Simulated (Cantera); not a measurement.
## Thermodynamics of silicon nitride deposition, feed SiHCl3 + N2 + H2

Feed: 1 mol SiHCl3, a varied amount of N2, 0.28 mol H2, at 798.15 K and 9.80e-5 bar.

Cantera equilibrium calculation (NASA polynomials, part measured and part estimated; ideal gas, pure solids and liquids). Candidate condensed phases: NH4Cl, Si, Si3N4; 28 gas species. N2 is the only nitrogen source here; it is nearly inert below about 1500 K, so the nitride shown seldom forms there in practice. The tables' values for SiCl3 are old estimates; treat these amounts as uncertain. Rates play no part.

| n(N2) (mol) | x N2 | x HCl | x SiCl4 | x H2 | n Si3N4(s) |
|---|---|---|---|---|---|
| 1 | 0.272 | 0.410 | 0.204 | 0.114 | 0.167 |
| 2.8 | 0.574 | 0.265 | 0.110 | 0.0507 | 0.177 |
| 4.6 | 0.699 | 0.195 | 0.0749 | 0.0311 | 0.182 |
| 6.4 | 0.767 | 0.155 | 0.0567 | 0.0218 | 0.185 |
| 8.2 | 0.810 | 0.128 | 0.0455 | 0.0165 | 0.187 |
| 10 | 0.839 | 0.110 | 0.0379 | 0.0131 | 0.188 |
| 12 | 0.863 | 0.0948 | 0.0320 | 0.0105 | 0.190 |
| 14 | 0.880 | 0.0834 | 0.0276 | 0.00869 | 0.191 |
| 15 | 0.887 | 0.0787 | 0.0258 | 0.00798 | 0.191 |
| 17 | 0.899 | 0.0708 | 0.0229 | 0.00682 | 0.192 |
x: gas mole fraction; n: condensed amount in mol.

From 1 mol N2 to 17 mol N2 the condensed part is Si3N4(s). The main Si-bearing gas is SiCl4 throughout. The share of Si in condensed phases is highest at 17 mol N2 (57.7 %) and lowest at 1 mol N2 (50.1 %).
